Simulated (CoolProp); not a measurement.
Saturated liquid density (kg/m³) of water: the reference equation beside estimates from Tc = 373.9 °C, pc = 22.06 MPa, ω = 0.344.

Model: reference Helmholtz-energy equation of state, Wagner 2002, in CoolProp.

| T (°C) | reference | van der Waals | Redlich-Kwong | Peng-Robinson |
|---|---|---|---|---|
| 129.85 | 935.0 | 448.2 | 657.9 | 777.2 |
| 139.75 | 926.4 | 443.2 | 649.3 | 768.8 |
| 149.75 | 917.2 | 438.1 | 640.2 | 759.9 |
| 159.75 | 907.7 | 432.8 | 630.9 | 750.7 |
| 169.65 | 897.8 | 427.4 | 621.4 | 741.1 |
| 179.65 | 887.4 | 421.8 | 611.5 | 731.0 |
| 189.65 | 876.5 | 416.0 | 601.3 | 720.4 |
| 199.55 | 865.2 | 410.1 | 590.8 | 709.3 |
| 209.55 | 853.3 | 404.0 | 579.8 | 697.7 |
| 219.55 | 840.8 | 397.7 | 568.4 | 685.3 |
| 229.45 | 827.9 | 391.2 | 556.8 | 672.5 |
| 239.45 | 814.1 | 384.3 | 544.5 | 658.8 |
| 249.45 | 799.7 | 377.2 | 531.7 | 644.3 |
| 259.35 | 784.6 | 369.9 | 518.4 | 629.0 |

Absolute difference from the reference over all 14 rows, mean and median: van der Waals 52.5 and 52.6 %, Redlich-Kwong 31.6 and 31.6 %, Peng-Robinson 18.1 and 17.9 %.
